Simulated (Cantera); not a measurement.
Feed: 1 mol PbCl₂, 2 mol HCl, 15 mol H₂, held at 7.50 Torr.

These are equilibrium values from Cantera (NASA tables, ideal gas, pure condensed phases), not measurements of a reactor. Candidate condensed phases: Pb, PbCl₂; 10 gas species. Equilibrium is a limit: real reactors are often held back by kinetics, nucleation or transport. All values below are at 1923 K.

Base state: H₂ 0.733, HCl 0.205, Pb 0.0488, H 0.00807, PbCl 0.00362, Cl 0.00169, PbCl₂ 2.90e-5 (mole fractions); condensed: gas only.

Problem. What changes in the equilibrium state with this change: H₂ from 15 to 0.23 mol?

Solution. 
| species | before | after |
|---|---|---|
| HCl | 0.205 | 0.635 |
| PbCl | 0.00362 | 0.152 |
| Cl | 0.00169 | 0.103 |
| H₂ | 0.733 | 0.00190 |
| PbCl₂ | 2.90e-5 | 0.0740 |
| Pb | 0.0488 | 0.0336 |
| PbCl₄ | <1e-9 | 0.000113 |
| Cl₂ | 9.70e-8 | 0.000360 |
The tables' values for PbCl₄ are old estimates; treat these amounts as uncertain.

Problem. What changes in the equilibrium state with this change: pressure from 7.50 Torr to 2.85 Torr?

Solution. 
```
species   before    after
-------  -------  -------
H₂         0.733    0.728
HCl        0.205    0.204
Pb        0.0488   0.0500
H        0.00807   0.0130
PbCl     0.00362  0.00229
PbCl₂    2.90e-5  1.13e-5
Cl       0.00169  0.00275
```

Problem. What changes in the equilibrium state with this change: PbCl₂ replaced by CsCl?

Solution. 
| species | before | after |
|---|---|---|
| H₂ | 0.733 | 0.825 |
| HCl | 0.205 | 0.110 |
| CsCl | 0 | 0.0549 |
| Pb | 0.0488 | 0 |
| PbCl | 0.00362 | 0 |
| Cs | 0 | 0.000421 |
| PbCl₂ | 2.90e-5 | 0 |
Further candidate phases: Cs, CsCl.
